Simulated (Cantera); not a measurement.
Feed: 1 mol BCl3, 35 mol H2, equilibrated at 500 °C and 0.00133 bar.

These are equilibrium values from Cantera (NASA tables, ideal gas, pure condensed phases), not measurements of a reactor. Candidate condensed phases: B; 13 gas species. Gases not in the tables: BHCl2. The numbers say what is thermodynamically allowed, not how fast it happens.

Base state: H2 0.955, HCl 0.0254, BCl3 0.0192 (mole fractions); condensed: B(s).

Problem. What changes in the equilibrium state with this change: pressure from 0.00133 bar to 0.00740 bar?

Solution. 
```
species    before   after
---------  ------  ------
H2          0.955   0.959
BCl3       0.0192  0.0211
HCl        0.0254  0.0198
B(s), mol   0.307   0.238
```

Problem. What changes in the equilibrium state with this change: BCl3 replaced by B2O3?

Solution. 
| species | before | after |
|---|---|---|
| H2 | 0.955 | 1.00 |
| HCl | 0.0254 | 0 |
| BCl3 | 0.0192 | 0 |
| B(s), mol | 0.307 | 0 |
| B2O3(l), mol | 0 | 1.000 |
Further candidate phases: B2O3, B3O3H3, H2O.
